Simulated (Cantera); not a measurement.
A closed system holds: 1 mol SiH2Cl2, 1.4 mol H2O, 120 mol N2, 0.16 mol O3, equilibrated at 427 °C and 7.50 Torr.

Method: chemical equilibrium by Gibbs-energy minimisation in Cantera with the NASA 1993 tables (ideal gas, pure condensed phases). Candidate condensed phases: H2O, NH4Cl, Si, SiO2, Si2N2O, Si3N4; 47 gas species. N2 is the only nitrogen source here; it is nearly inert below about 1500 K, so the nitride shown seldom forms there in practice. Rates play no part.

Base state: N2 0.972, HCl 0.0162, H2 0.0113 (mole fractions); condensed: SiO2(α-quartz) + Si2N2O(s).

Task: What changes in the equilibrium state with this change: O3 from 0.16 to 0.32 mol?

Result: 
| species | before | after |
|---|---|---|
| N2 | 0.972 | 0.972 |
| HCl | 0.0162 | 0.0162 |
| H2 | 0.0113 | 0.00843 |
| H2O | 3.81e-8 | 0.00292 |
| SiO2(α-quartz), mol | 0.920 | 1.00 |
| Si2N2O(s), mol | 0.0400 | 0 |
